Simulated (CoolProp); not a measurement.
Methanol along the isobar 35.8 MPa: fugacity coefficient from the reference equation and from simpler models built on Tc = 513.4 K, pc = 8.216 MPa, ω = 0.565; each cubic takes its own stable root.

Model: reference Helmholtz-energy equation of state, de Reuck 1993, in CoolProp.

| T (K) | phase | reference | van der Waals | Redlich-Kwong | Soave-Redlich-Kwong |
|---|---|---|---|---|---|
| 492.9 | liquid | 0.1717 | 0.2904 | 0.2292 | 0.2110 |
| 505.6 | liquid | 0.2018 | 0.3101 | 0.2542 | 0.2468 |
| 518.3 | supercritical | 0.2339 | 0.3298 | 0.2797 | 0.2846 |
| 531 | supercritical | 0.2677 | 0.3495 | 0.3055 | 0.3241 |
| 543.7 | supercritical | 0.3026 | 0.3693 | 0.3316 | 0.3647 |
| 556.4 | supercritical | 0.3381 | 0.3889 | 0.3577 | 0.4058 |
| 569.2 | supercritical | 0.3741 | 0.4086 | 0.3839 | 0.4475 |
| 581.9 | supercritical | 0.4093 | 0.4280 | 0.4096 | 0.4884 |
| 594.6 | supercritical | 0.4436 | 0.4471 | 0.4350 | 0.5286 |
| 607.3 | supercritical | 0.4764 | 0.4660 | 0.4600 | 0.5677 |
| 620 | supercritical | 0.5075 | 0.4847 | 0.4844 | 0.6054 |
